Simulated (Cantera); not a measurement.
What does this Cantera script print?

```python
import numpy as np
import cantera as ct

gas_names = [...]  # 113 gases of nasa_gas.yaml made of C, H, O, Pb
cond_names = """
    C(gr) C6H6(L) C7H8(L) C8H18(L),n-octa H2O(s) H2O(L) Pb(cr) Pb(L) PbO(rd) PbO(yw) PbO(L) PbO2(s)
    Pb3O4(s)
""".split()


# ... load() reads the species with a 1 bar reference pressure and builds the phases ...
atoms = {
    'PbO': {'Pb': 1, 'O': 1},
    'C': {'C': 1},
    'H2': {'H': 2},
}
top_T = {'C(gr)': 4500, 'Pb3O4(s)': 820}  # K; cautious upper limits of use, not melting points


# ... equilibrate(T, P, feed) seeds the gas with the atoms and calls Mixture.equilibrate('TP', solver="vcs", rtol=1e-11, max_steps=5000) ...
results = []
feed = {'PbO': 1, 'C': 0.61, 'H2': 1.3}  # mol
P = 3000  # Pa
for T in [1023, 1173, 1323, 1473, 1623, 1773, 1923, 2073, 2223, 2373, 2523]:
    mix = equilibrate(T, P, feed)
    results.append((T, P, feed, dict(zip(mix.species_names, mix.species_moles))))
    x = sorted(zip(gas.X, gas.species_names), reverse=True)
    print(f"T = {T:g} K  P = {P:g} Pa  gas = {mix.phase_moles(0):.4g} mol")
    print("   x: " + "  ".join(f"{s} {v:.3e}" for v, s in x if v > 0.001))
    print("   condensed (mol): " + ("  ".join(f"{mix.phase(i).name} {mix.phase_moles(i):.4g}"
          for i in range(1, mix.n_phases) if mix.phase_moles(i) > 1e-12) or "none"))
```

Output:

```
T = 1023 K  P = 3000 Pa  gas = 1.912 mol
   x: H2 5.509e-01  CO 2.442e-01  H2O 1.292e-01  CO2 7.485e-02
   condensed (mol): Pb(L) 0.9983
T = 1173 K  P = 3000 Pa  gas = 1.937 mol
   x: H2 5.259e-01  CO 2.587e-01  H2O 1.452e-01  CO2 5.614e-02  Pb 1.406e-02
   condensed (mol): Pb(L) 0.9728
T = 1323 K  P = 3000 Pa  gas = 2.164 mol
   x: H2 4.604e-01  CO 2.421e-01  H2O 1.404e-01  Pb 1.172e-01  CO2 3.981e-02
   condensed (mol): Pb(L) 0.7463
T = 1473 K  P = 3000 Pa  gas = 2.91 mol
   x: Pb 3.435e-01  H2 3.371e-01  CO 1.853e-01  H2O 1.096e-01  CO2 2.435e-02
   condensed (mol): none
T = 1623 K  P = 3000 Pa  gas = 2.91 mol
   x: Pb 3.434e-01  H2 3.334e-01  CO 1.889e-01  H2O 1.132e-01  CO2 2.069e-02
   condensed (mol): none
T = 1773 K  P = 3000 Pa  gas = 2.911 mol
   x: Pb 3.432e-01  H2 3.304e-01  CO 1.915e-01  H2O 1.157e-01  CO2 1.806e-02
   condensed (mol): none
T = 1923 K  P = 3000 Pa  gas = 2.915 mol
   x: Pb 3.426e-01  H2 3.272e-01  CO 1.932e-01  H2O 1.172e-01  CO2 1.610e-02  H 3.111e-03
   condensed (mol): none
T = 2073 K  P = 3000 Pa  gas = 2.923 mol
   x: Pb 3.413e-01  H2 3.225e-01  CO 1.941e-01  H2O 1.177e-01  CO2 1.461e-02  H 8.624e-03
   condensed (mol): none
T = 2223 K  P = 3000 Pa  gas = 2.942 mol
   x: Pb 3.387e-01  H2 3.142e-01  CO 1.939e-01  H2O 1.167e-01  H 2.073e-02  CO2 1.345e-02  PbO 1.195e-03  OH 1.112e-03
   condensed (mol): none
T = 2373 K  P = 3000 Pa  gas = 2.981 mol
   x: Pb 3.336e-01  H2 2.993e-01  CO 1.922e-01  H2O 1.132e-01  H 4.412e-02  CO2 1.247e-02  OH 2.963e-03  PbO 1.811e-03
   condensed (mol): none
T = 2523 K  P = 3000 Pa  gas = 3.054 mol
   x: Pb 3.249e-01  H2 2.752e-01  CO 1.883e-01  H2O 1.050e-01  H 8.417e-02  CO2 1.148e-02  OH 6.836e-03  PbO 2.554e-03  O 1.370e-03
   condensed (mol): none
```

Equilibrium computed with Cantera from the NASA thermochemical tables; the gas is ideal and each condensed phase is pure.
